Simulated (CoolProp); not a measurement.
Properties of neopentane along the isotherm 345.3 K.

Values from CoolProp's reference Helmholtz-energy equation of state, Lemmon 2006. It is a short technical equation, of lower accuracy than the large ones.

```csv
p (bar),phase,cp (kJ/(kg K)),cv (kJ/(kg K)),speed of sound (m/s),expansivity (1/kK)
1.07,gas,1.932,1.804,201.5,3.129
2.13,gas,1.957,1.813,196.9,3.399
3.2,gas,1.986,1.824,192.0,3.724
4.26,gas,2.021,1.836,186.7,4.118
5.33,gas,2.066,1.850,180.8,4.622
6.39,liquid,2.631,1.926,617.2,2.705
7.46,liquid,2.628,1.926,619.3,2.690
8.52,liquid,2.626,1.926,621.3,2.675
9.59,liquid,2.623,1.926,623.4,2.661
10.7,liquid,2.621,1.926,625.5,2.646
11.7,liquid,2.619,1.926,627.4,2.633
12.8,liquid,2.616,1.926,629.5,2.619
13.9,liquid,2.614,1.926,631.6,2.605
14.9,liquid,2.612,1.926,633.4,2.592
16,liquid,2.610,1.926,635.5,2.579
```
